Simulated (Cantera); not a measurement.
# Ignition delay

Mixture: 22.8 % CH₃OH, 20.1 % O₂, 52.1 % N₂, 5.01 % CO₂, equivalence ratio 1.7, at 3750 Torr, adiabatic and at constant pressure. Ignition delay is the time to a rise of 400 K.

Computed with Cantera and GRI-Mech 3.0 (53 species, 325 reactions). GRI-Mech 3.0 was tuned for natural gas; its chemistry of methanol as a main component is partial and can be far from experiment.

```json
[
 {"T0 (K)": "1175", "delay (ms)": "3.17"},
 {"T0 (K)": "1275", "delay (ms)": "0.633"},
 {"T0 (K)": "1375", "delay (ms)": "0.164"},
 {"T0 (K)": "1475", "delay (ms)": "0.0533"},
 {"T0 (K)": "1575", "delay (ms)": "0.0209"},
 {"T0 (K)": "1675", "delay (ms)": "0.00947"}
]
```

The apparent activation energy between 1475 and 1675 K is 180 kJ/mol.
